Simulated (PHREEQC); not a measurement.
Dissolve 0.048 mol HF, 0.00057 mol NH4F and 0.25 mol H2SO4 per kg of water at 60 °C. Closed to the air; pH follows from the charge balance.

Model: ion-association model, phreeqc.dat, run in PHREEQC.

The ionic strength comes out as 0.281 mol/kgw. What activity coefficients do NH4SO4-, HF2-, NH4+, F-, H+ get?

NH4SO4- 0.72, HF2- 0.72, NH4+ 0.63, F- 0.66, H+ 0.77.

No solid was allowed to form. At this temperature some constants are extrapolated from 25 °C, and those without enthalpy data are left unchanged.
